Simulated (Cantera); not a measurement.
# Adiabatic ignition

An adiabatic, constant-pressure homogeneous reactor starts with 13.7 % CO, 2.19 % H2, 3.01 % CH4, 16.4 % O2, 61.7 % N2, 3.01 % H2O, equivalence ratio 0.85, at 1400 K and 100000 Pa.

Computed with Cantera and GRI-Mech 3.0 (53 species, 325 reactions).

```tsv
t (s)	T (K)	x CO	x H2	x CH4	x N2O	x CH2O
7.00e-6	1400	0.137	0.0219	0.0301	<1e-12	2.95e-9
2.24e-5	1400	0.137	0.0219	0.0301	1.78e-12	7.57e-8
7.19e-5	1400	0.137	0.0219	0.0300	4.35e-11	5.07e-6
0.000230	2099	0.0768	0.0128	<1e-12	1.48e-7	2.28e-10
0.000738	2628	0.0500	0.00617	<1e-12	4.58e-7	1.13e-10
0.00237	2651	0.0477	0.00581	<1e-12	5.21e-7	1.11e-10
0.00758	2644	0.0476	0.00582	<1e-12	5.67e-7	1.11e-10
0.0243	2643	0.0476	0.00583	<1e-12	5.84e-7	1.11e-10
0.0779	2643	0.0476	0.00583	<1e-12	5.84e-7	1.11e-10
0.250	2643	0.0476	0.00583	<1e-12	5.84e-7	1.11e-10
0.800	2643	0.0476	0.00583	<1e-12	5.84e-7	1.11e-10
```
x: mole fraction; the columns are a selection and need not sum to one.

```
Quantity                                                             Value
---------------------------------  ---------------------------------------
time of steepest temperature rise                                 0.194 ms
temperature at 0.800 s                                              2643 K
equilibrium temperature                                             2643 K
x(CO) at 0.800 s                     0.0476 (gas-phase equilibrium 0.0476)
x(H2) at 0.800 s                   0.00583 (gas-phase equilibrium 0.00583)
x(CH4) at 0.800 s                    <1e-12 (gas-phase equilibrium <1e-12)
```
